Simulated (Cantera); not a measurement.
# Si + HCl (chemical vapour transport)

Charge: 1 mol Si, 0.014 mol HCl, equilibrated at 923 K and 1.00 bar.

Method: chemical equilibrium by Gibbs-energy minimisation in Cantera with the NASA 1993 tables (ideal gas, pure condensed phases). Candidate condensed phases: Si; 19 gas species. The tables' values for SiCl3 are old estimates; treat these amounts as uncertain. Equilibrium is a limit: real reactors are often held back by kinetics, nucleation or transport.

x(H2): 0.627
x(SiCl4): 0.264
x(SiHCl3): 0.0982
x(HCl): 0.00601
x(SiH2Cl2): 0.00358
x(SiCl3): 0.000737
x(SiCl2): 8.28e-5
x(SiH3Cl): 3.21e-5
n(Si(s)): 0.996 mol
gas amount: 0.01025 mol
